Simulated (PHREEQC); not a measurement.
Make-up at 25 °C: 4.3e-05 mol/kgw NiSO4, 1.9e-06 mol/kgw H3BO3 and 0.0023 mol/kgw NiCl2. Closed to the air; pH follows from the charge balance.

Equilibrium calculation in PHREEQC: ion-association model, wateq4f.dat.

```json
{
 "pH": "6.31",
 "ionic_strength": "0.00700 mol/kgw"
}
```

```csv
species,molality,activity,log γ
Cl-,0.00458,0.00419,-0.039
Ni+2,0.00232,0.00163,-0.153
SO4-2,3.51e-5,2.49e-5,-0.150
NiCl+,1.87e-5,1.71e-5,-0.038
NiSO4,7.87e-6,7.88e-6,0.001
H3BO3,1.90e-6,1.90e-6,0.001
H+,5.28e-7,4.88e-7,-0.034
NiOH+,5.03e-7,4.60e-7,-0.038
NiCl2,2.60e-7,2.60e-7,0.001
OH-,2.24e-8,2.05e-8,-0.039
H2BO3-,2.46e-9,2.24e-9,-0.040
HSO4-,1.29e-9,1.18e-9,-0.038
```

This is a speciation only: nothing precipitates in the calculation. Complexes and solids missing from the database can't appear.
